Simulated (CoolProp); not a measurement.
n-undecane along the isobar 2770 kPa: density (kg/m³) from the reference equation and from simpler models built on Tc = 365.7 °C, pc = 1990 kPa, ω = 0.539; each cubic takes its own stable root.

Values from CoolProp's reference Helmholtz-energy equation of state, Aleksandrov 2011. It is a short technical equation, of lower accuracy than the large ones.

```
T (°C)   phase  reference
------  ------  ---------
118.85  liquid      668.0
142.45  liquid      649.6
166.05  liquid      630.8
189.65  liquid      611.2
213.15  liquid      590.7
236.75  liquid      569.0
260.35  liquid      545.5
283.95  liquid      519.7
307.45  liquid      490.7
```

Question: How far does each simpler model (Redlich-Kwong, Soave-Redlich-Kwong) lie from the reference over these 9 states: mean and median of the absolute difference, and the worst?

Answer: 
- Redlich-Kwong: mean 20.8 %, median 20.5 %, worst -22.5 % at 307.45 °C and 2770 kPa
- Soave-Redlich-Kwong: mean 15.1 %, median 14.7 %, worst -17.1 % at 307.45 °C and 2770 kPa
